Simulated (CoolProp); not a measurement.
A simple Rankine cycle with R22: condensing at 301.15 K, boiler at 2.83 MPa, turbine inlet 345.3 K, turbine efficiency 0.65, pump efficiency 0.8, no recuperator. Each further row changes one setting.

The numbers come from the reference Helmholtz-energy equation of state, Kamei 1995 in CoolProp.

```json
[
 {"case": "as stated", "thermal efficiency (%)": "6.1", "net work (kJ/kg)": "11.5", "heat in (kJ/kg)": "188", "turbine exit temperature (K)": "301.1", "volume ratio over the turbine": "2.60"},
 {"case": "turbine inlet 365.3 K", "thermal efficiency (%)": "6.5", "net work (kJ/kg)": "13.6", "heat in (kJ/kg)": "210", "turbine exit temperature (K)": "321.2", "volume ratio over the turbine": "2.50"},
 {"case": "condensing temperature 293.15 K", "thermal efficiency (%)": "7.3", "net work (kJ/kg)": "[?]", "heat in (kJ/kg)": "[?]", "turbine exit temperature (K)": "293.2", "volume ratio over the turbine": "3.23"},
 {"case": "boiler pressure 1.98 MPa", "thermal efficiency (%)": "4.2", "net work (kJ/kg)": "8.56", "heat in (kJ/kg)": "[?]", "turbine exit temperature (K)": "319.7", "volume ratio over the turbine": "1.74"},
 {"case": "turbine efficiency 0.55", "thermal efficiency (%)": "5.0", "net work (kJ/kg)": "[?]", "heat in (kJ/kg)": "188", "turbine exit temperature (K)": "301.1", "volume ratio over the turbine": "2.63"}
]
```

Problem. Fill in the missing entries.

Solution. 
- condensing temperature 293.15 K, net work (kJ/kg): 14.4
- condensing temperature 293.15 K, heat in (kJ/kg): 197
- boiler pressure 1.98 MPa, heat in (kJ/kg): 204
- turbine efficiency 0.55, net work (kJ/kg): 9.44

The expansion ends wet for: as stated; condensing temperature 293.15 K; turbine efficiency 0.55.
